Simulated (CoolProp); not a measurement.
Properties of R125 along the isobar 207 bar (Tc = 339.2 K, pc = 36.18 bar, ω = 0.305).

Computed with CoolProp (reference Helmholtz-energy equation of state, Lemmon 2005).

```tsv
T (K)	phase	density (kg/m³)	cp (kJ/(kg K))	cv (kJ/(kg K))	speed of sound (m/s)	Joule-Thomson coefficient (K/MPa)	Prandtl number
203.4	liquid	1634	1.047	0.7099	878.3	-0.3726	7.17
223.2	liquid	1576	1.072	0.7306	799.4	-0.3443	?
243	liquid	1517	1.099	0.7527	725.4	-0.3101	4.81
262.8	liquid	1457	1.127	0.7755	655.8	-0.2687	4.19
282.5	liquid	1395	1.157	0.7987	590.7	-0.2184	3.74
302.3	liquid	?	1.187	0.8224	529.5	-0.1561	3.39
322.1	liquid	1263	?	0.8463	473.0	-0.07870	3.10
341.8	supercritical	?	1.251	0.8699	422.0	0.01671	2.86
361.6	supercritical	1122	1.282	0.8932	376.5	0.1339	2.63
381.4	supercritical	1048	?	0.9158	337.6	0.2720	2.41
401.1	supercritical	973.4	1.332	0.9374	305.9	0.4236	2.20
420.9	supercritical	900.0	1.344	0.9578	281.6	0.5761	2.00
440.7	supercritical	830.5	1.347	0.9769	264.2	0.7112	1.82
460.5	supercritical	766.6	1.342	0.9946	252.6	0.8160	1.66
480.2	supercritical	709.7	1.333	?	245.7	0.8844	1.52
500	supercritical	659.3	?	1.026	242.1	0.9181	1.41
```

Q: Fill in the missing entries.

A: 
- 223.2, Prandtl number: 5.72
- 302.3, density (kg/m³): 1330
- 322.1, cp (kJ/(kg K)): 1.219
- 341.8, density (kg/m³): 1194
- 381.4, cp (kJ/(kg K)): 1.310
- 480.2, cv (kJ/(kg K)): 1.011
- 500, cp (kJ/(kg K)): 1.321

Viscosity comes from a separate model (Huber 2006). Thermal conductivity comes from a separate model (Perkins 2006).
